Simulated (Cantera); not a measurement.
Input (Python, Cantera) and output of one run.

```python
import numpy as np
import cantera as ct

gas_names = [...]  # 109 gases of nasa_gas.yaml made of C, Cl, H, Si
cond_names = """
    C(gr) C6H6(L) C7H8(L) C8H18(L),n-octa Si(cr) Si(L) SiC(b)
""".split()


# ... load() reads the species with a 1 bar reference pressure and builds the phases ...
atoms = {
    'SiH2Cl2': {'Si': 1, 'H': 2, 'CL': 2},
    'CH4': {'C': 1, 'H': 4},
    'H2': {'H': 2},
}
top_T = {'C(gr)': 4500, 'SiC(b)': 3050}  # K; cautious upper limits of use, not melting points


# ... equilibrate(T, P, feed) seeds the gas with the atoms and calls Mixture.equilibrate('TP', solver="vcs", rtol=1e-11, max_steps=5000) ...
results = []
feed = {'SiH2Cl2': 1, 'CH4': 0.019, 'H2': 15}  # mol
T = 1775  # K
for P in [100, 270, 720, 1900, 5200, 14000, 37000, 100000]:
    mix = equilibrate(T, P, feed)
    results.append((T, P, feed, dict(zip(mix.species_names, mix.species_moles))))

top = {s: max(r[3][s] / sum(r[3][g] for g in gas_names) for r in results) for s in gas_names}
cols = sorted((s for s in top if top[s] > 0.001), key=lambda s: -top[s])[:7]
seen = [c for c in cond_names if any(r[3].get(c, 0) > 1e-12 for r in results)]
print("log10 of partial pressures in bar; condensed amounts in mol")
print(f"{'P/Pa':>10s}" + "".join(f"{s[:9]:>10s}" for s in cols + seen))
for T, P, feed, n in results:
    ng = sum(n[g] for g in gas_names)
    print(f"{P:10.4g}" + "".join(f"{np.log10(max(n[s] / ng * P / 1e5, 1e-99)):10.3f}" for s in cols)
          + "".join(f"{n.get(c, 0):10.4g}" for c in seen))
```

Result:

```
log10 of partial pressures in bar; condensed amounts in mol
      P/Pa        H2       HCL     SiCL2         H        Si     Si(L)    SiC(b)
       100    -3.049    -4.125    -4.695    -5.063    -5.659    0.5843   0.01865
       270    -2.616    -3.691    -4.261    -4.846    -5.659    0.6112   0.01887
       720    -2.189    -3.264    -3.833    -4.633    -5.659    0.6216   0.01895
      1900    -1.766    -2.842    -3.411    -4.422    -5.659    0.6257   0.01897
      5200    -1.329    -2.405    -2.975    -4.203    -5.659    0.6272   0.01898
   1.4e+04    -0.898    -1.976    -2.547    -3.988    -5.659    0.6274   0.01896
   3.7e+04    -0.476    -1.556    -2.130    -3.776    -5.659    0.6267    0.0189
     1e+05    -0.044    -1.128    -1.706    -3.560    -5.659    0.6248   0.01875
```

These are equilibrium values from Cantera (NASA tables, ideal gas, pure condensed phases), not measurements of a reactor. Mutual solubility and eutectic melting of coexisting phases are not modelled. The tables' values for SiCl3, SiCl are old estimates; treat these amounts as uncertain. Gases not in the tables: Si2H6 and higher silanes.
